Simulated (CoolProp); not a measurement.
Vapour-liquid equilibrium of carbon dioxide (1) + R125 (2) at -26.25 °C; x and y are mole fractions of (1).

Values from CoolProp's multi-fluid Helmholtz-energy mixture model, Span 1996 and Lemmon 2005; pair parameters Bell 2016.

```json
[
 {"x": "0.05", "bubble pressure (kPa)": "348.2", "y at the bubble point": "0.257", "dew pressure at overall composition x (kPa)": "278.3", "liquid density (mol/L)": "12.25"},
 {"x": "0.125", "bubble pressure (kPa)": "471.6", "y at the bubble point": "0.477", "dew pressure at overall composition x (kPa)": "300.2", "liquid density (mol/L)": "?"},
 {"x": "0.2", "bubble pressure (kPa)": "590.9", "y at the bubble point": "0.604", "dew pressure at overall composition x (kPa)": "325.8", "liquid density (mol/L)": "13.29"},
 {"x": "0.275", "bubble pressure (kPa)": "704.3", "y at the bubble point": "0.688", "dew pressure at overall composition x (kPa)": "355.9", "liquid density (mol/L)": "?"},
 {"x": "0.35", "bubble pressure (kPa)": "811.4", "y at the bubble point": "0.747", "dew pressure at overall composition x (kPa)": "391.8", "liquid density (mol/L)": "14.51"},
 {"x": "0.425", "bubble pressure (kPa)": "912.2", "y at the bubble point": "0.791", "dew pressure at overall composition x (kPa)": "435.5", "liquid density (mol/L)": "15.21"},
 {"x": "0.5", "bubble pressure (kPa)": "1008", "y at the bubble point": "?", "dew pressure at overall composition x (kPa)": "489.7", "liquid density (mol/L)": "15.97"},
 {"x": "0.575", "bubble pressure (kPa)": "1099", "y at the bubble point": "0.857", "dew pressure at overall composition x (kPa)": "558.5", "liquid density (mol/L)": "16.81"},
 {"x": "0.65", "bubble pressure (kPa)": "1188", "y at the bubble point": "0.884", "dew pressure at overall composition x (kPa)": "648.4", "liquid density (mol/L)": "17.74"},
 {"x": "0.725", "bubble pressure (kPa)": "1276", "y at the bubble point": "0.909", "dew pressure at overall composition x (kPa)": "768.9", "liquid density (mol/L)": "18.79"},
 {"x": "0.8", "bubble pressure (kPa)": "1365", "y at the bubble point": "0.934", "dew pressure at overall composition x (kPa)": "934.2", "liquid density (mol/L)": "19.98"},
 {"x": "0.875", "bubble pressure (kPa)": "1456", "y at the bubble point": "0.958", "dew pressure at overall composition x (kPa)": "1156", "liquid density (mol/L)": "21.34"},
 {"x": "0.95", "bubble pressure (kPa)": "1551", "y at the bubble point": "0.983", "dew pressure at overall composition x (kPa)": "1427", "liquid density (mol/L)": "22.90"}
]
```

Task: Fill in the missing entries.

Result: 
- 0.125, liquid density (mol/L): 12.75
- 0.275, liquid density (mol/L): 13.88
- 0.5, y at the bubble point: 0.827

No azeotrope shows between x = 0.05 and 0.95.

Pair parameters are fitted to limited data, so mixtures are less certain than the pure fluids.
